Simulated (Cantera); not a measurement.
Premixed flame

A freely propagating, adiabatic, planar premixed flame of H2 : O2 : N2 : H2O = 1 : 0.943 : 3.55 : 0.39 (molar parts), equivalence ratio 0.53, unburnt at 550 K and 13300 Pa; mixture-averaged transport, grid criteria slope 0.08 and curve 0.16, no radiation.

Computed with Cantera and the H2/O2 subset of GRI-Mech 3.0, which has no nitrogen chemistry. Burning velocities carry a grid error of a few per cent, more on coarse grids. Lean hydrogen flames are cellular in practice and burn faster than this planar one.

```csv
z (mm),T (K),u (m/s),x H2,x O2,x H2O,x OH,x O,x H
-15.9,550,2.78,0.170,0.160,0.0663,<1e-8,<1e-8,<1e-8
-10.6,550,2.78,0.170,0.160,0.0663,<1e-8,<1e-8,<1e-8
-7.96,550,2.78,0.170,0.160,0.0663,<1e-8,<1e-8,<1e-8
-5.30,550,2.77,0.170,0.160,0.0663,<1e-8,<1e-8,8.88e-8
-2.65,573,2.87,0.162,0.161,0.0685,6.20e-5,1.15e-5,0.000203
-1.33,737,3.62,0.133,0.156,0.0866,0.000394,0.000246,0.00386
0,1035,4.98,0.0675,0.129,0.147,0.00184,0.00386,0.0184
1.33,1253,5.98,0.0225,0.0969,0.204,0.00490,0.00911,0.0250
2.65,1365,6.48,0.0137,0.0882,0.219,0.00654,0.01000,0.0210
5.30,1482,6.99,0.0111,0.0849,0.228,0.00782,0.00863,0.0138
10.6,1591,7.45,0.00829,0.0831,0.236,0.00824,0.00629,0.00751
21.2,1677,7.81,0.00523,0.0821,0.244,0.00752,0.00387,0.00331
42.4,1736,8.05,0.00271,0.0819,0.250,0.00591,0.00197,0.00113
```
x: mole fraction of selected species; z is measured from the peak of heat release.

- laminar burning velocity = 278 cm/s
- thermal thickness = 5.30 mm
- peak x(OH) = 0.00825
- peak x(O) = 0.0100
- peak x(H) = 0.0251
- grid points = 118
